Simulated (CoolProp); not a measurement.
Saturation properties of octamethylcyclotetrasiloxane (D4) (Tc = 586.5 K, pc = 13.47 bar, ω = 0.598).

Computed with CoolProp (reference Helmholtz-energy equation of state, Thol 2015).

| T (K) | p (bar) | liquid density (kg/m³) | enthalpy of vaporisation (kJ/kg) | liquid cp (kJ/(kg K)) | vapour Z | surface tension (mN/m) |
|---|---|---|---|---|---|---|
| 325.5 | 0.008276 | 919.3 | 175.5 | 1.718 | [?] | 16.0 |
| 338.4 | 0.01710 | 904.3 | 170.9 | [?] | 0.9966 | 15.0 |
| 351.3 | [?] | 889.2 | 166.3 | 1.769 | [?] | 14.1 |
| 364.2 | 0.05973 | 873.9 | 161.8 | 1.796 | 0.9909 | 13.2 |
| 377.1 | 0.1026 | 858.4 | 157.3 | [?] | 0.9861 | 12.2 |
| 390 | 0.1682 | 842.5 | 152.7 | 1.854 | 0.9798 | 11.3 |
| 402.8 | 0.2636 | [?] | 148.2 | [?] | 0.9716 | 10.5 |
| 415.7 | 0.3997 | 810.0 | 143.5 | 1.914 | [?] | 9.58 |
| 428.6 | 0.5866 | 793.1 | 138.7 | 1.945 | 0.9485 | 8.71 |

Q: Fill in the missing entries.

A: 
- 325.5, vapour Z: 0.9981
- 338.4, liquid cp (kJ/(kg K)): 1.743
- 351.3, p (bar): 0.03295
- 351.3, vapour Z: 0.9943
- 377.1, liquid cp (kJ/(kg K)): 1.825
- 402.8, liquid density (kg/m³): 826.5
- 402.8, liquid cp (kJ/(kg K)): 1.883
- 415.7, vapour Z: 0.9612

It boils at 448.9 K under 1 atm.

Surface tension comes from a separate correlation (Mulero 2014), older than this fluid's equation and unchecked against measurements.
